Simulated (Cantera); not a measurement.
An isothermal plug-flow reactor at 1000 K and 110000 Pa (inlet), inlet velocity 1.5 m/s, active area per volume 100 1/m; feed 2.89 % H₂, 1.21 % O₂, 95.2 % N₂, 0.699 % H₂O, equivalence ratio 1.2.

Detailed kinetics in Cantera: Deutschmann's 1995 Pt surface mechanism with GRI-Mech 3.0 gas chemistry. Catalytic surfaces can have several steady states; this one follows from the mechanism file's or the stated starting coverage. Mass transfer to the wall is taken as infinitely fast.

x: gas mole fraction; θ: surface coverage.

```tsv
z (m)	x H₂	x O₂	x H₂O	θ free Pt	θ H*
9.9e-05	0.0276	0.0114	0.00833	0.988	0.0116
0.00021	0.0262	0.0107	0.00975	0.989	0.0114
0.00046	0.0234	0.00927	0.0126	0.989	0.0108
0.00099	[?]	[?]	[?]	0.990	[?]
0.0021	0.0120	0.00359	0.0242	0.992	0.00795
0.0046	0.00653	0.000828	0.0298	0.994	0.00613
0.0099	[?]	[?]	0.0314	0.994	[?]
```

### Question
Fill in the missing entries.

### Answer

- 0.00099, x H₂: 0.0185
- 0.00099, x O₂: 0.00683
- 0.00099, x H₂O: 0.0176
- 0.00099, θ H*: 0.00966
- 0.0099, x H₂: 0.00495
- 0.0099, x O₂: 3.63e-5
- 0.0099, θ H*: 0.00549
